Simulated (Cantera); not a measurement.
# Equilibrium for carbothermic reduction: CuO + CH4 + H2 + CO

A closed system holds: 1 mol CuO, 3.4 mol CH4, 0.32 mol H2, 1.1 mol CO, at 2298 K.

Cantera equilibrium calculation (NASA polynomials, part measured and part estimated; ideal gas, pure solids and liquids). Candidate condensed phases: C, C6H6, C7H8, C8H18, Cu, CuO, Cu(OH)2, Cu2O, H2O; 113 gas species. Rates play no part.

```
P (Pa)   log p H2  log p H  log p CO  log p Cu  n C(graphite)  n Cu(l)
-------  --------  -------  --------  --------  -------------  -------
10          -4.57    -4.30     -4.81     -5.13           2.36        0
100         -3.29    -3.66     -3.74     -4.06           2.35        0
1000        -2.20    -3.12     -2.70     -3.03           2.34        0
10000       -1.17    -2.60     -1.69     -2.02           2.34        0
100000      -0.14    -2.09     -0.67     -1.32           2.34    0.530
1000000      0.88    -1.58      0.36     -1.32           2.33    0.955
```
log p: log10 of the partial pressure in bar; n: condensed amount in mol.

From 10.0 Pa to 0.100 bar the condensed part is C(graphite). From 1.00 bar to 10.0 bar the condensed part is C(graphite) + Cu(l). The main Cu-bearing gas is Cu throughout.
